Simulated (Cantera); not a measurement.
Transport properties of process gases

Gas mixture: O2 = 0.36 (molar parts), at 18.0 Pa, frozen composition.

Cantera's kinetic-theory transport with the Lennard-Jones parameters of GRI-Mech 3.0, ideal gas; thermal conductivity in the multicomponent form.

```
T (K)  ρ (kg/m³)  cp (J/kg/K)  μ (µPa s)  λ (mW/m/K)     Pr  D (cm²/s) H  D (cm²/s) H2  D (cm²/s) H2O
-----  ---------  -----------  ---------  ----------  -----  -----------  ------------  -------------
400     0.000173        941.4       25.6        33.9  0.712        12000          7410           2250
500     0.000139        971.4       30.0        41.1  0.711        17600         10800           3430
600     0.000115         1003       34.1        48.1  0.710        24100         14600           4800
700      9.90e-5         1031       37.8        54.9  0.710        31400         18900           6340
800      8.66e-5         1055       41.4        61.5  0.710        39300         23600           8050
900      7.70e-5         1074       44.7        67.7  0.709        48000         28700           9920
1000     6.93e-5         1090       47.9        73.7  0.709        57200         34200          11900
1100     6.30e-5         1103       51.0        79.4  0.709        67100         40100          14100
```
D: mixture-averaged diffusion coefficient of that species in the mixture.
